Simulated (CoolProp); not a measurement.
Values from CoolProp's reference Helmholtz-energy equation of state, Lemmon 2005. It is a short technical equation, of lower accuracy than the large ones.

Question: For cis-2-butene, give the phase and the Z, Joule-Thomson coefficient (K/MPa), isothermal compressibility (1/MPa), expansivity (1/kK) at -128.15 °C and 41.9 kPa; 82.35 °C and 23000 kPa; -66.65 °C and 283 kPa.

Answer: 
- -128.15 °C and 41.9 kPa: liquid; Z 0.00250, Joule-Thomson coefficient -0.513, isothermal compressibility 0.000537, expansivity 1.35
- 82.35 °C and 23000 kPa: liquid; Z 0.742, Joule-Thomson coefficient -0.286, isothermal compressibility 0.00267, expansivity 1.70
- -66.65 °C and 283 kPa: liquid; Z 0.0129, Joule-Thomson coefficient -0.493, isothermal compressibility 0.000925, expansivity 1.44
